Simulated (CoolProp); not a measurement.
Vapour-liquid equilibrium of CH2F2 (R32) (1) + toluene (2) at 49.45 °C; x and y are mole fractions of (1).

The numbers come from the multi-fluid Helmholtz-energy mixture model, Tillner-Roth 1997 and Lemmon 2006; pair parameters Bell 2016 in CoolProp.

| x | bubble pressure, mixture model (MPa) | bubble pressure, Raoult's law (MPa) | y, mixture model | y, Raoult's law |
|---|---|---|---|---|
| 0.05 | 0.4029 | 0.1665 | 0.967 | 0.932 |
| 0.15 | 1.056 | 0.4754 | 0.985 | 0.979 |
| 0.25 | 1.525 | 0.7844 | 0.988 | 0.989 |
| 0.35 | 1.827 | 1.093 | 0.990 | 0.993 |
| 0.45 | 2.009 | 1.402 | 0.990 | 0.995 |
| 0.55 | 2.126 | 1.711 | 0.991 | 0.997 |
| 0.65 | 2.230 | 2.020 | 0.991 | 0.998 |
| 0.75 | 2.362 | 2.329 | 0.992 | 0.999 |
| 0.85 | 2.561 | 2.638 | 0.993 | 0.999 |
| 0.95 | 2.875 | 2.947 | 0.997 | 1.000 |

The largest gap from Raoult's law is +142.0 % in bubble pressure, at x = 0.05. No azeotrope shows between x = 0.05 and 0.95.

The pair parameters rest on a limited set of measurements; away from them the model extrapolates. The gap from Raoult's law changes sign with composition, which may be real or a fault of the pair parameters; it wasn't checked against measurements. With so large a gap from Raoult's law the liquid may split in two, which this calculation doesn't test in full.
